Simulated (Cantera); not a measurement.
A perfectly stirred reactor is fed with 5.21 % C₂H₄, 19.8 % O₂, 74.6 % N₂, 0.412 % H₂O, at 1100000 Pa; it is adiabatic with a 325 K inlet, and is followed from long to short residence time, starting on the burning branch (τ in s: 0.23, 0.082, 0.03, 0.011, 0.0039, 0.0014, 0.00051, 0.00018, 6.6e-05).

Detailed kinetics in Cantera: GRI-Mech 3.0 (53 species, 325 reactions). GRI-Mech 3.0 was tuned for natural gas; its chemistry of ethylene as a main component is partial and can be far from experiment.

Predict: blow-out, bracketed by the residence times tried; x(C₂H₄) at τ = 0.230 s; x(O₂) at τ = 0.230 s; x(H) at τ = 0.230 s; x(H₂O) at τ = 0.230 s; x(C₂H₄) at τ = 3.90 ms; x(O₂) at τ = 3.90 ms; x(H) at τ = 3.90 ms; x(C₂H) at τ = 3.90 ms; x(H₂O) at τ = 3.90 ms.


- blow-out, bracketed by the residence times tried: burning at 66.0 µs, the shortest tried
- x(C₂H₄) at τ = 0.230 s: 1.74e-7
- x(O₂) at τ = 0.230 s: 0.0402
- x(H) at τ = 0.230 s: 1.93e-5
- x(H₂O) at τ = 0.230 s: 0.107
- x(C₂H₄) at τ = 3.90 ms: 7.86e-6
- x(O₂) at τ = 3.90 ms: 0.0419
- x(H) at τ = 3.90 ms: 4.27e-5
- x(C₂H) at τ = 3.90 ms: 3.24e-8
- x(H₂O) at τ = 3.90 ms: 0.107
